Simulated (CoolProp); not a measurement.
Carbon monoxide along the isotherm 85.8 K: fugacity coefficient from the reference equation and from simpler models built on Tc = 132.9 K, pc = 34.98 bar, ω = 0.050; each cubic takes its own stable root.

Computed with CoolProp (reference Helmholtz-energy equation of state, Lemmon 2006). It is a short technical equation, of lower accuracy than the large ones.

| p (bar) | phase | reference |
|---|---|---|
| 3.75 | liquid | 0.4050 |
| 7.5 | liquid | 0.2064 |
| 11.2 | liquid | 0.1408 |
| 15 | liquid | 0.1072 |
| 18.7 | liquid | 0.08759 |
| 22.5 | liquid | 0.07420 |
| 26.2 | liquid | 0.06492 |
| 30 | liquid | 0.05779 |
| 33.7 | liquid | 0.05241 |
| 37.5 | liquid | 0.04800 |
| 41.2 | liquid | 0.04451 |
| 45 | liquid | 0.04153 |
| 48.7 | liquid | 0.03909 |
| 52.5 | liquid | 0.03695 |

Problem. How far does each simpler model (van der Waals, Redlich-Kwong, Peng-Robinson) lie from the reference over these 14 states: mean and median of the absolute difference, and the worst?

Solution. 
- van der Waals: mean 180.4 %, median 183.4 %, worst +199.1 % at 85.8 K and 52.5 bar
- Redlich-Kwong: mean 5.6 %, median 5.6 %, worst -5.6 % at 85.8 K and 52.5 bar
- Peng-Robinson: mean 0.8 %, median 0.7 %, worst -1.8 % at 85.8 K and 52.5 bar

At some of these states van der Waals gives the other phase, because its saturation line lies elsewhere.
